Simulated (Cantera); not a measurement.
# Transport properties of process gases

Gas mixture: 100 % N2O, at 2.00 bar, frozen composition.

Cantera's kinetic-theory transport with the Lennard-Jones parameters of GRI-Mech 3.0, ideal gas; thermal conductivity in the mixture-averaged form. The composition is frozen, though it would react at the higher temperatures.

| T (K) | ρ (kg/m³) | cp (J/kg/K) | μ (µPa s) | λ (mW/m/K) | Pr | D (cm²/s) C2H2 | D (cm²/s) CH4 | D (cm²/s) NH3 |
|---|---|---|---|---|---|---|---|---|
| 400 | 2.65 | 970.3 | 19.5 | 25.5 | 0.741 | 0.107 | 0.147 | 0.143 |
| 550 | 1.92 | 1073 | 25.5 | 37.0 | 0.739 | 0.191 | 0.261 | 0.264 |
| 700 | 1.51 | 1150 | 30.8 | 47.9 | 0.739 | 0.293 | 0.398 | 0.413 |
| 850 | 1.25 | 1210 | 35.6 | 58.2 | 0.739 | 0.412 | 0.556 | 0.587 |
| 1000 | 1.06 | 1255 | 40.0 | 68.0 | 0.739 | 0.545 | 0.733 | 0.785 |
| 1150 | 0.921 | 1285 | 44.1 | 77.1 | 0.736 | 0.692 | 0.929 | 1.00 |
| 1300 | 0.814 | 1311 | 48.0 | 85.8 | 0.734 | 0.852 | 1.14 | 1.24 |
D: mixture-averaged diffusion coefficient of that species in the mixture.
